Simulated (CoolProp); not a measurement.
Computed with CoolProp (reference Helmholtz-energy equation of state, Thol 2016).

**Question.** Give the vapour pressure (bar), liquid density (kg/m³), vapour density (kg/m³), surface tension (mN/m) of saturated hexamethyldisiloxane (MM) at 58.45, 81.85 °C.

**Answer.** 
```
T (°C)  p (bar)  liquid density (kg/m³)  vapour density (kg/m³)  surface tension (mN/m)
------  -------  ----------------------  ----------------------  ----------------------
58.45     0.247                     723                    1.49                    12.5
81.85     0.569                     697                    3.27                    10.6
```

Surface tension comes from a separate correlation (Mulero 2014), older than this fluid's equation and unchecked against measurements.
